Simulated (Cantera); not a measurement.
Charge: 1 mol Ni, 0.26 mol H₂S, 240 mol N₂, 0.44 mol NH₃, held at 500 °C and 25.0 Pa.

These are equilibrium values from Cantera (NASA tables, ideal gas, pure condensed phases), not measurements of a reactor. Candidate condensed phases: Ni, NiS, NiS₂, Ni₃S₂, Ni₃S₄, S; 17 gas species. Kinetics and transport are ignored.

Question: What is the equilibrium state?

Answer: 
| Quantity | Value |
|---|---|
| x(N₂) | 0.996 |
| x(H₂) | 0.00381 |
| x(H₂S) | 1.55e-6 |
| n(Ni(s)) | 0.611 mol |
| n(Ni₃S₂(s)) | 0.130 mol |
| gas amount | 241.1 mol |
| log10 activity of NiS(s) (absent) | -1.21 |
| log10 activity of NiS₂(s) (absent) | -5.79 |
| log10 activity of S(l) (absent) | -6.45 |
